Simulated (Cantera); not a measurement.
A Cantera script and its output.

```python
import numpy as np
import cantera as ct

gas = ct.Solution("gri30.yaml")
gas.TPX = 1950, 1333, {'C2H6': 0.55, 'N2': 120}
reactor = ct.IdealGasConstPressureReactor(gas, energy="off", clone=False)
net = ct.ReactorNet([reactor])
net.rtol, net.atol = 1e-08, 1e-18
show = ['C2H6', 'C2H2', 'C2H4', 'CH2', 'CH3', 'H', 'H2']
times = np.geomspace(0.0006, 300, 13)

steps = ct.SolutionArray(gas, extra=["t"])
rows = []
print(f"{'t/s':>10s}{'T/K':>9s}{'P/Pa':>11s}" + "".join(f"{s:>11s}" for s in show))
for t in times:
    while net.time < t:
        t_next = net.step()
        steps.append(gas.state, t=t_next)
    rows.append([np.interp(t, steps.t, y) for y in (steps.T, steps.P, *steps(*show).X.T)])
    print(f"{t:10.3e}{rows[-1][0]:9.1f}{rows[-1][1]:11.4g}" + "".join(f"{x:11.3e}" for x in rows[-1][2:]))
rate = np.gradient(steps.T, steps.t)
print("integrator steps:", len(steps.t))
if steps.T.max() > steps.T[0] + 200:
    print(f"time of steepest temperature rise: {steps.t[rate.argmax()]:.4e} s")
gas.TPX = 1950, 1333, {'C2H6': 0.55, 'N2': 120}
gas.equilibrate("TP")
print(f"equilibrium (TP): T = {gas.T:.1f} K  " + "  ".join(f"{s} {gas[s].X[0]:.3e}" for s in show))
```

Output:

```
       t/s      T/K       P/Pa       C2H6       C2H2       C2H4        CH2        CH3          H         H2
 6.000e-04   1950.0       1333  3.149e-05  6.938e-04  1.278e-03  7.316e-05  4.490e-03  1.305e-03  2.126e-03
 1.791e-03   1950.0       1333  4.589e-07  2.983e-03  6.379e-04  3.754e-05  1.220e-03  1.068e-03  6.105e-03
 5.345e-03   1950.0       1333  2.682e-08  4.097e-03  6.990e-05  1.323e-05  2.939e-04  6.666e-04  8.001e-03
 1.595e-02   1950.0       1333  3.023e-09  4.317e-03  5.411e-06  4.760e-06  9.708e-05  4.790e-04  8.549e-03
 4.762e-02   1950.0       1333  3.339e-10  4.373e-03  5.806e-07  1.581e-06  3.199e-05  4.076e-04  8.749e-03
 1.421e-01   1950.0       1333  1.950e-11  4.387e-03  3.858e-08  3.881e-07  7.710e-06  3.873e-04  8.825e-03
 4.243e-01   1950.0       1333  1.940e-13  4.388e-03  5.306e-09  4.149e-08  7.701e-07  3.932e-04  8.841e-03
 1.266e+00   1950.0       1333  6.637e-15  4.388e-03  4.937e-09  8.766e-09  1.429e-07  4.244e-04  8.829e-03
 3.780e+00   1950.0       1333  6.542e-16  4.387e-03  4.827e-09  3.225e-09  4.411e-08  5.094e-04  8.787e-03
 1.128e+01   1950.0       1333  8.465e-17  4.385e-03  4.647e-09  1.081e-09  1.071e-08  6.983e-04  8.693e-03
 3.367e+01   1950.0       1333  6.308e-17  4.383e-03  4.492e-09  6.926e-10  5.291e-09  8.968e-04  8.594e-03
 1.005e+02   1950.0       1333  6.345e-17  4.383e-03  4.470e-09  7.150e-10  5.279e-09  9.263e-04  8.579e-03
 3.000e+02   1950.0       1333  6.350e-17  4.382e-03  4.469e-09  7.178e-10  5.299e-09  9.264e-04  8.579e-03
integrator steps: 1539
equilibrium (TP): T = 1950.0 K  C2H6 1.254e-17  C2H2 1.711e-04  C2H4 1.747e-10  CH2 8.321e-10  CH3 6.143e-09  H 9.266e-04  H2 8.583e-03
```

Cantera simulation using GRI-Mech 3.0 (53 species, 325 reactions); the numbers are that mechanism's predictions, not measurements. GRI-Mech 3.0 stops at C3 and has no aromatics, soot or wall deposition, so with more carbon than oxygen in the feed, carbon stays in small species such as C2H2 where larger ones or solid carbon would form. Radical loss at walls, strong at low pressure, is not modelled.
